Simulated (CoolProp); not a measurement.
Vapour pressure (kPa) of R1234ze(E): the reference equation beside estimates from Tc = 109.4 °C, pc = 3635 kPa, ω = 0.313. Clausius-Clapeyron is anchored at -11.85 °C with a constant enthalpy of vaporisation of 21.83 kJ/mol.

Values from CoolProp's reference Helmholtz-energy equation of state, Thol 2016.

```tsv
T (°C)	reference	Lee-Kesler	Clausius-Clapeyron	van der Waals	Redlich-Kwong	Soave-Redlich-Kwong	Peng-Robinson
-50.05	20.86	20.24	24.48	267.6	54.93	20.49	21.16
-43.65	30.12	29.38	33.99	315.7	74.40	29.66	30.42
-37.35	42.26	41.43	46.14	368.5	98.33	41.70	42.51
-30.95	58.34	57.48	61.93	427.9	128.2	57.72	58.50
-24.55	78.97	78.16	81.87	493.4	164.3	78.33	79.01
-18.25	104.6	103.9	106.3	564.1	206.8	104.0	104.4
-11.85	136.8	136.4	136.8	642.6	257.8	136.4	136.5
-5.45	176.3	176.4	174.0	727.8	317.2	176.2	175.8
0.95	224.2	224.8	218.7	820.2	386.1	224.6	223.4
7.25	280.6	281.8	271.3	918.2	463.6	281.7	279.6
13.65	348.4	350.3	334.3	1025	553.1	350.5	347.2
20.05	428.0	430.8	408.3	1140	654.2	431.4	426.8
26.45	520.7	524.3	494.4	1263	767.5	525.8	519.5
```

Absolute difference from the reference over all 13 rows, mean and median: Lee-Kesler 1.0 and 0.7 %, Clausius-Clapeyron 5.5 and 4.0 %, van der Waals 475.3 and 369.7 %, Redlich-Kwong 94.9 and 88.5 %, Soave-Redlich-Kwong 0.8 and 0.8 %, Peng-Robinson 0.4 and 0.3 %.
